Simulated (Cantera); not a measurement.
Ammonia decomposition in nitride growth gas

An isothermal, constant-pressure homogeneous reactor starts with NH3 : N2 = 0.29 : 0.82 (molar parts), at 2398 K and 488 Torr.

Cantera simulation using the gas-phase N/H chemistry of the illustrative SiF4/NH3 mechanism in the Surface Chemkin manual (1991); the numbers are that mechanism's predictions, not measurements. Walls and surfaces, which speed up NH3 decomposition in real reactors, are not modelled.

```csv
t (s),x NH3,x NH2,x H2,x H,x N2
4.00e-5,0.255,0.00347,0.00434,3.62e-5,0.737
0.000153,0.237,0.00323,0.0258,0.000127,0.734
0.000585,0.181,0.00219,0.0929,0.000363,0.723
0.00224,0.0707,0.00103,0.225,0.00103,0.702
0.00856,0.00213,9.12e-5,0.305,0.00406,0.688
0.0327,6.76e-6,7.78e-7,0.304,0.0108,0.686
0.125,1.37e-6,1.58e-7,0.304,0.0108,0.686
0.479,1.05e-6,1.21e-7,0.304,0.0108,0.686
1.83,1.05e-6,1.21e-7,0.304,0.0108,0.686
7.00,1.05e-6,1.21e-7,0.304,0.0108,0.686
```
x: mole fraction; the columns are a selection and need not sum to one.

Equilibrium at this temperature and pressure: NH3 1.05e-6, NH2 1.21e-7, H2 0.304, H 0.0108, N2 0.686 (gas phase only).
